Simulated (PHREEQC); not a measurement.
Make-up at 10 °C: 130 mmol/kgw NiSO4, 26 mmol/kgw NiCl2 and 140 mmol/kgw HCl. Closed to the air; pH follows from the charge balance.

Model: ion-association model, wateq4f.dat, run in PHREEQC.

No solid was allowed to form.

Question: Order these Cl species by the share of Cl that they hold, largest first: NiCl2, NiCl+, Cl-.

Answer: Cl- (90 %), NiCl+ (6.2 %), NiCl2 (3.4 %)

Question: Order these Ni species by the share of Ni that they hold, largest first: NiSO4, Ni+2, NiCl+, NiCl2.

Answer: Ni+2 (66 %), NiSO4 (24 %), NiCl+ (7.6 %), NiCl2 (2.1 %)

The pH is 1.19 and the ionic strength 0.442 mol/kgw. Constants without temperature data keep their 25 °C values here.
